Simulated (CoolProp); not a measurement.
The numbers come from the reference Helmholtz-energy equation of state, Gao 2016 in CoolProp.

Problem. For sulfur dioxide, give the phase and the cp (kJ/(kg K)), speed of sound (m/s) at 430.8 K and 0.101 MPa; 525 K and 0.101 MPa.

Solution. 
- 430.8 K and 0.101 MPa: gas; cp 0.699, speed of sound 262
- 525 K and 0.101 MPa: gas; cp 0.739, speed of sound 287
